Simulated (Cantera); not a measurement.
An adiabatic, constant-pressure homogeneous reactor starts with 8.11 % CO, 0.560 % H2, 1.95 % CH4, 7.48 % O2, 81.9 % N2, equivalence ratio 1.1, at 1475 K and 0.276 atm.

Computed with Cantera and GRI-Mech 3.0 (53 species, 325 reactions).

### Question
Predict: time of steepest temperature rise; temperature at 4.00 s; equilibrium temperature; x(CO) at 4.00 s; x(H2) at 4.00 s.

### Answer
```
Property                                                             Value
---------------------------------  ---------------------------------------
time of steepest temperature rise                                  2.06 ms
temperature at 4.00 s                                               2308 K
equilibrium temperature                                             2308 K
x(CO) at 4.00 s                      0.0262 (gas-phase equilibrium 0.0262)
x(H2) at 4.00 s                    0.00251 (gas-phase equilibrium 0.00251)
```
